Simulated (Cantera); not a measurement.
Fe₂O₃ + CO (carbothermic reduction)

Feed: 1 mol Fe₂O₃, 13 mol CO, at 0.000230 bar.

Equilibrium computed with Cantera from the NASA thermochemical tables; the gas is ideal and each condensed phase is pure. Candidate condensed phases: C, Fe, Fe(CO)₅, FeO, Fe₂O₃, Fe₃O₄; 15 gas species. Mutual solubility and eutectic melting of coexisting phases are not modelled. The tables' stoichiometric FeO is somewhat more stable than real wüstite, so its field is too wide. FeO: taken at fixed stoichiometry. Rates play no part.

From 1198 K to 1598 K the condensed part is Fe(γ) + FeO(s). At 1798 K the condensed part is FeO(l). From 1998 K to 2598 K nothing is condensed. The main Fe-bearing gas is Fe throughout.

```tsv
T (K)	x CO	x CO₂	x O	x Fe	x O₂	n Fe(γ)	n FeO(s)	n FeO(l)
1198	0.832	0.168	<1e-12	2.02e-7	<1e-12	1.19	0.814	0
1398	0.852	0.148	6.54e-10	6.34e-5	1.17e-10	0.917	1.08	0
1598	0.864	0.132	1.82e-7	0.00459	3.81e-8	0.661	1.28	0
1798	0.773	0.148	2.01e-5	0.0775	6.50e-6	0	0	0.897
1998	0.671	0.194	0.00108	0.130	0.000614	0	0	0
2198	0.688	0.158	0.0159	0.125	0.00814	0	0	0
2398	0.718	0.0687	0.0749	0.118	0.0175	0	0	0
2598	0.724	0.0163	0.137	0.113	0.00815	0	0	0
```
x: gas mole fraction; n: condensed amount in mol.
